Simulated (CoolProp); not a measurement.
Vapour-liquid equilibrium of R113 (1) + benzene (2) at 0.579 MPa; x and y are mole fractions of (1).

Computed with CoolProp (multi-fluid Helmholtz-energy mixture model, Marx 1992 and Thol 2012; pair parameters Bell 2016).

**Question.** Give the bubble temperature and the first vapour's composition at x = 0.275, 0.5, 0.575. Is there an azeotrope?

**Answer.** x = 0.275: 131.3 °C, y = 0.467; x = 0.5: 123.4 °C, y = 0.662; x = 0.575: 121.3 °C, y = 0.715. No azeotrope shows between x = 0.05 and 0.95.

The pair parameters rest on a limited set of measurements; away from them the model extrapolates.
